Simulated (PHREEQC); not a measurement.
Dissolve 4.6 mmol/kgw NH4HF2, 0.11 mmol/kgw H2SiF6, 25 mmol/kgw HBF4 and 0.043 mmol/kgw HCl at 25 °C. Closed to the air; pH follows from the charge balance.

Computed with PHREEQC (ion-association model, phreeqc.dat).

No solid was allowed to form.

### Question
Order these F species by the share of F that they hold, largest first: HF, SiF6-2, BF3OH-, F-, BF4-.

### Answer
BF4- (86 %), HF (11 %), BF3OH- (2.0 %), SiF6-2 (0.60 %), F- (0.46 %)

### Question
Order these B species by the share of B that they hold, largest first: BF2(OH)2-, BF3OH-, H3BO3, BF4-.

### Answer
BF4- (95 %), BF3OH- (3.0 %), H3BO3 (2.1 %), BF2(OH)2- (0.35 %)

The pH is 1.74 and the ionic strength 0.0254 mol/kgw. Complexes and solids missing from the database can't appear. SiF6-2 is the database's only silicon fluoride. Real BF4- forms and hydrolyses slowly; the run takes it at equilibrium.
